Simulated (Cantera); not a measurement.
Charge: 1 mol PbO, 0.21 mol H2, at 375 °C and 0.000150 bar.

Equilibrium computed with Cantera from the NASA thermochemical tables; the gas is ideal and each condensed phase is pure. Candidate condensed phases: H2O, Pb, PbO, PbO2, Pb3O4; 12 gas species. Kinetics and transport are ignored.

Base state: H2O 1.000, H2 2.60e-5 (mole fractions); condensed: Pb(l) + PbO(red).

### Question
What changes in the equilibrium state with this change: temperature from 375 °C to 575 °C?

### Answer
```tsv
species	before	after
H2O	1.000	0.998
Pb	5.60e-7	0.00200
H2	2.60e-5	7.93e-5
Pb(l), mol	0.210	0.210
PbO(red), mol	0.790	0
PbO(yellow), mol	0	0.790
```
